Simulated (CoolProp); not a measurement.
Properties of sulfur hexafluoride along the isobar 160 kPa (Tc = 318.7 K, pc = 3755 kPa, ω = 0.210).

Model: reference Helmholtz-energy equation of state, Guder 2009, in CoolProp.

```json
[
 {"T (K)": "231.9", "phase": "gas", "speed of sound (m/s)": "117.4", "viscosity (µPa s)": "12.2"},
 {"T (K)": "260.8", "phase": "gas", "speed of sound (m/s)": "125.2", "viscosity (µPa s)": "13.5"},
 {"T (K)": "289.7", "phase": "gas", "speed of sound (m/s)": "132.3", "viscosity (µPa s)": "14.8"},
 {"T (K)": "318.7", "phase": "gas", "speed of sound (m/s)": "138.9", "viscosity (µPa s)": "16.2"},
 {"T (K)": "347.6", "phase": "gas", "speed of sound (m/s)": "145.2", "viscosity (µPa s)": "17.5"},
 {"T (K)": "376.5", "phase": "gas", "speed of sound (m/s)": "151.1", "viscosity (µPa s)": "18.7"},
 {"T (K)": "405.5", "phase": "gas", "speed of sound (m/s)": "156.8", "viscosity (µPa s)": "20.0"},
 {"T (K)": "434.4", "phase": "gas", "speed of sound (m/s)": "162.3", "viscosity (µPa s)": "21.2"},
 {"T (K)": "463.4", "phase": "gas", "speed of sound (m/s)": "167.6", "viscosity (µPa s)": "22.4"}
]
```

Viscosity comes from a separate model (Quiñones-Cisneros 2012).
